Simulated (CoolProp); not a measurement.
A single-stage vapour-compression cycle with the fluid: evaporating at 325.15 K (dew point), condensing at 359.15 K (bubble point), superheat 0 K, subcooling 0 K, compressor efficiency 0.7, no pressure losses. The same conditions are run with several fluids, on thermodynamics alone (safety and materials aside).

Values from CoolProp's reference Helmholtz-energy equation of state of each fluid (1,2-dichloroethane: Thol 2015; R236FA: Pan 2012; toluene: Lemmon 2006; n-perfluorohexane: Gao 2022; R134a: Tillner-Roth 1994; R142b: Lemmon 2006).

Q: Rank 1,2-dichloroethane, R236FA, toluene, n-perfluorohexane, R134a, R142b by cooling COP, highest first.

A: 1,2-dichloroethane (6.17), toluene (6.09), R142b (5.29), R236FA (4.83), n-perfluorohexane (4.66), R134a (4.33)

```tsv
fluid	pressure ratio	discharge temperature (K)	refrigerating effect (kJ/kg)	volumetric capacity (kJ/m³)
1,2-dichloroethane	3.25	381.3	295	369
R236FA	2.32	359.1	81.6	3380
toluene	3.56	368.0	334	154
n-perfluorohexane	2.89	359.2	47.9	538
R134a	2.16	367.9	89.9	6290
R142b	2.18	365.0	132	4170
```

The compression ends wet for: R236FA; n-perfluorohexane.
